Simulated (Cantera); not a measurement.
Cantera run:

```python
import numpy as np
import cantera as ct

gas_names = """
    O O2 O3 Ta TaO TaO2
""".split()
cond_names = """
    Ta(cr) Ta(L) Ta2O5(s) Ta2O5(L)
""".split()


# ... load() reads the species with a 1 bar reference pressure and builds the phases ...
atoms = {
    'Ta': {'Ta': 1},
    'O2': {'O': 2},
}
top_T = {}  # K; cautious upper limits of use, not melting points


# ... equilibrate(T, P, feed) seeds the gas with the atoms and calls Mixture.equilibrate('TP', solver="vcs", rtol=1e-11, max_steps=5000) ...
results = []
feed = {'Ta': 1, 'O2': 3.1}  # mol
P = 1100  # Pa
for T in [2225, 2275, 2325, 2375, 2425, 2475, 2525, 2575, 2625, 2675, 2725, 2775]:
    mix = equilibrate(T, P, feed)
    results.append((T, P, feed, dict(zip(mix.species_names, mix.species_moles))))

top = {s: max(r[3][s] / sum(r[3][g] for g in gas_names) for r in results) for s in gas_names}
cols = sorted((s for s in top if top[s] > 1e-05), key=lambda s: -top[s])[:9]
seen = [c for c in cond_names if any(r[3].get(c, 0) > 1e-12 for r in results)]
print("log10 of partial pressures in bar; condensed amounts in mol")
print(f"{'T/K':>10s}" + "".join(f"{s[:9]:>10s}" for s in cols + seen))
for T, P, feed, n in results:
    ng = sum(n[g] for g in gas_names)
    print(f"{T:10.4g}" + "".join(f"{np.log10(max(n[s] / ng * P / 1e5, 1e-99)):10.3f}" for s in cols)
          + "".join(f"{n.get(c, 0):10.4g}" for c in seen))
```

Result:

```
log10 of partial pressures in bar; condensed amounts in mol
       T/K        O2         O      TaO2       TaO  Ta2O5(L)
      2225    -1.972    -3.486    -6.699   -11.668       0.5
      2275    -1.976    -3.356    -6.335   -11.097       0.5
      2325    -1.982    -3.233    -5.987   -10.551    0.4999
      2375    -1.990    -3.115    -5.654   -10.028    0.4998
      2425    -2.000    -3.004    -5.336    -9.526    0.4996
      2475    -2.012    -2.899    -5.031    -9.043    0.4992
      2525    -2.027    -2.799    -4.738    -8.577    0.4983
      2575    -2.046    -2.706    -4.457    -8.127    0.4968
      2625    -2.069    -2.619    -4.186    -7.692    0.4938
      2675    -2.098    -2.538    -3.925    -7.268    0.4883
      2725    -2.134    -2.464    -3.672    -6.855    0.4782
      2775    -2.179    -2.398    -3.427    -6.450    0.4594
```

Cantera equilibrium calculation (NASA polynomials, part measured and part estimated; ideal gas, pure solids and liquids).
